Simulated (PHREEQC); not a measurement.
Consider water at 50 °C with 0.24 mol/kgw KH2PO4 and 0.015 mol/kgw HF. Closed to the air; pH follows from the charge balance.

All values are PHREEQC results (ion-association model, phreeqc.dat), not measurements.

```csv
quantity,before,after
pH,3.50,4.40
ionic strength (mol/kgw),0.240,0.241
H2PO4- (mol/kgw),0.230,0.237
H3PO4 (mol/kgw),0.00973,0.00125
HPO4-2 (mol/kgw),0.000140,0.00116
KHPO4- (mol/kgw),1.64e-5,0.000136
```

Question: Name the change that produced these shifts.
A) HF from 0.015 to 0.0135 mol/kgw
B) 0.0028 mol/kgw NH4Cl added
C) HF left out
D) temperature from 50 to 90 °C
E) KH2PO4 from 0.24 to 0.264 mol/kgw

Answer: C, HF left out

No solid was allowed to form. At this temperature some constants are extrapolated from 25 °C, and those without enthalpy data are left unchanged.
